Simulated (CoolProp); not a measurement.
Vapour-liquid equilibrium of acetone (1) + n-heptane (2) at 0.112 MPa; x and y are mole fractions of (1).

Computed with CoolProp (multi-fluid Helmholtz-energy mixture model, Lemmon 2006 and Span 2003; pair parameters Bell 2016).

```json
[
 {"x": "0.05", "bubble temperature (°C)": "89.3", "y at the bubble point": "0.333", "dew temperature at overall composition x (°C)": "100.1", "liquid density (mol/L)": "6.365"},
 {"x": "0.125", "bubble temperature (°C)": "77.5", "y at the bubble point": "0.567", "dew temperature at overall composition x (°C)": "97.5", "liquid density (mol/L)": "6.725"},
 {"x": "0.2", "bubble temperature (°C)": "70.8", "y at the bubble point": "0.675", "dew temperature at overall composition x (°C)": "94.7", "liquid density (mol/L)": "7.065"},
 {"x": "0.275", "bubble temperature (°C)": "66.8", "y at the bubble point": "0.731", "dew temperature at overall composition x (°C)": "91.7", "liquid density (mol/L)": "7.406"},
 {"x": "0.35", "bubble temperature (°C)": "64.4", "y at the bubble point": "0.765", "dew temperature at overall composition x (°C)": "88.5", "liquid density (mol/L)": "7.762"},
 {"x": "0.425", "bubble temperature (°C)": "62.9", "y at the bubble point": "0.786", "dew temperature at overall composition x (°C)": "85.0", "liquid density (mol/L)": "8.142"},
 {"x": "0.5", "bubble temperature (°C)": "61.8", "y at the bubble point": "0.802", "dew temperature at overall composition x (°C)": "81.2", "liquid density (mol/L)": "8.555"},
 {"x": "0.575", "bubble temperature (°C)": "61.1", "y at the bubble point": "0.816", "dew temperature at overall composition x (°C)": "77.1", "liquid density (mol/L)": "9.010"},
 {"x": "0.65", "bubble temperature (°C)": "60.5", "y at the bubble point": "0.829", "dew temperature at overall composition x (°C)": "72.4", "liquid density (mol/L)": "9.516"},
 {"x": "0.725", "bubble temperature (°C)": "59.9", "y at the bubble point": "0.845", "dew temperature at overall composition x (°C)": "67.3", "liquid density (mol/L)": "10.08"},
 {"x": "0.8", "bubble temperature (°C)": "59.4", "y at the bubble point": "0.867", "dew temperature at overall composition x (°C)": "62.0", "liquid density (mol/L)": "10.72"},
 {"x": "0.875", "bubble temperature (°C)": "59.0", "y at the bubble point": "0.898", "dew temperature at overall composition x (°C)": "59.3", "liquid density (mol/L)": "11.43"},
 {"x": "0.95", "bubble temperature (°C)": "58.9", "y at the bubble point": "0.949", "dew temperature at overall composition x (°C)": "58.9", "liquid density (mol/L)": "12.24"}
]
```

y crosses x between x = 0.875 and 0.95: the model has an azeotrope there.

Pair parameters are fitted to limited data, so mixtures are less certain than the pure fluids. With so large a gap from Raoult's law the liquid may split in two, which this calculation doesn't test in full.
